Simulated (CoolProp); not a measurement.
Vapour-liquid equilibrium of benzene (1) + toluene (2) at 1.8 MPa; x and y are mole fractions of (1).

Values from CoolProp's multi-fluid Helmholtz-energy mixture model, Thol 2012 and Lemmon 2006; pair parameters Bell 2016.

**Question.** Give the bubble temperature and the first vapour's composition at x = 0.05, 0.35, 0.8. Is there an azeotrope?

**Answer.** x = 0.05: 526.0 K, y = 0.070; x = 0.35: 512.6 K, y = 0.443; x = 0.8: 494.6 K, y = 0.860. No azeotrope shows between x = 0.05 and 0.95.

Pair parameters are fitted to limited data, so mixtures are less certain than the pure fluids.
